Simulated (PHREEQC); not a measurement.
**Brine: an equilibrium model**

Dissolve 2.2 mol/kgw CaCl2 and 0.0056 mol/kgw K2SO4 at 9.6 °C. Closed to the air; pH follows from the charge balance.

Model: Pitzer model, pitzer.dat, run in PHREEQC.

* **ionic strength**: 6.62 mol/kgw
* **activity of water**: 0.838
* **density**: 1.182 g/cm³
* **osmotic coefficient**: 1.484

```
species  molality  activity   log γ
-------  --------  --------  ------
Cl-          4.40      2.62  -0.224
Ca+2         2.20      5.40   0.390
K+         0.0112   0.00892  -0.099
SO4-2     0.00560   8.58e-6  -2.814
OH-       1.57e-7   2.94e-9  -1.728
H+        1.56e-7   8.10e-7   0.715
```

This is a speciation only: nothing precipitates in the calculation. Examples of supersaturated solids here: Gypsum. Others may be too. At this temperature some constants are extrapolated from 25 °C, and those without enthalpy data are left unchanged.
